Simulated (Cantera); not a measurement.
Feed: 1 mol Al, 3.3 mol Cl2, 9.7 mol N2, 0.31 mol BCl3, equilibrated at 673.15 K and 2.40 mbar.

Equilibrium computed with Cantera from the NASA thermochemical tables; the gas is ideal and each condensed phase is pure. Candidate condensed phases: Al, AlCl3, AlN, B, BN; 17 gas species. Rates play no part.

Base state: N2 0.758, Cl2 0.141, AlCl3 0.0755, BCl3 0.0242, Al2Cl6 0.00135 (mole fractions); condensed: gas only.

Q: What changes in the equilibrium state with this change: N2 from 9.7 to 2.6 mol?

A: 
```json
[
 {"species": "N2", "before": "0.758", "after": "0.458"},
 {"species": "Cl2", "before": "0.141", "after": "0.317"},
 {"species": "AlCl3", "before": "0.0755", "after": "0.164"},
 {"species": "BCl3", "before": "0.0242", "after": "0.0546"},
 {"species": "Al2Cl6", "before": "0.00135", "after": "0.00634"}
]
```
